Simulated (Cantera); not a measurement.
Charge: 1 mol SiH4, 1700 mol H2, equilibrated at 0.210 bar.

These are equilibrium values from Cantera (NASA tables, ideal gas, pure condensed phases), not measurements of a reactor. Candidate condensed phases: Si; 9 gas species. Gases not in the tables: Si2H6 and higher silanes. The numbers say what is thermodynamically allowed, not how fast it happens.

x: gas mole fraction; n: condensed amount in mol.

| T (K) | x H2 | x H | x Si | x SiH2 | x SiH | x Si2 | n Si(s) | n Si(l) |
|---|---|---|---|---|---|---|---|---|
| 1298 | 1.000 | 2.34e-6 | 1.93e-10 | 7.39e-8 | 7.44e-10 | <1e-12 | 1.000 | 0 |
| 1398 | 1.000 | 1.03e-5 | 3.71e-9 | 3.66e-7 | 8.57e-9 | 2.17e-12 | 0.999 | 0 |
| 1498 | 1.000 | 3.75e-5 | 4.78e-8 | 1.46e-6 | 7.09e-8 | 6.02e-11 | 0.997 | 0 |
| 1598 | 1.000 | … | … | … | … | … | 0.990 | 0 |
| 1698 | 1.000 | 0.000315 | 3.13e-6 | 1.40e-5 | 2.23e-6 | 1.36e-8 | 0 | 0.967 |
| 1798 | 0.999 | 0.000768 | 1.47e-5 | 2.95e-5 | 7.72e-6 | 8.82e-8 | 0 | 0.911 |
| 1898 | 0.998 | 0.00170 | 5.85e-5 | 5.75e-5 | 2.34e-5 | 4.68e-7 | 0 | 0.760 |
| 1998 | 0.996 | 0.00349 | 0.000203 | 0.000105 | 6.31e-5 | 2.09e-6 | 0 | 0.359 |
| 2098 | 0.993 | 0.00669 | 0.000376 | 0.000108 | 9.36e-5 | 2.95e-6 | 0 | 0 |
| 2198 | 0.987 | 0.0121 | 0.000423 | 7.16e-5 | 8.55e-5 | 1.66e-6 | 0 | 0 |
| 2298 | 0.979 | 0.0207 | 0.000456 | 4.73e-5 | 7.62e-5 | 9.16e-7 | 0 | 0 |
| 2398 | 0.966 | 0.0338 | 0.000478 | 3.15e-5 | 6.68e-5 | 5.10e-7 | 0 | 0 |
| 2498 | 0.947 | … | 0.000492 | … | … | … | 0 | 0 |
| 2598 | 0.920 | 0.0797 | 0.000499 | 1.44e-5 | 5.02e-5 | 1.67e-7 | 0 | 0 |

**Question.** Some entries are withheld; supply them.

**Answer.** 
- 1598, x H: 0.000116
- 1598, x Si: 4.45e-7
- 1598, x SiH2: 4.89e-6
- 1598, x SiH: 4.48e-7
- 1598, x Si2: 1.10e-9
- 2498, x H: 0.0529
- 2498, x SiH2: 2.12e-5
- 2498, x SiH: 5.81e-5
- 2498, x Si2: 2.89e-7
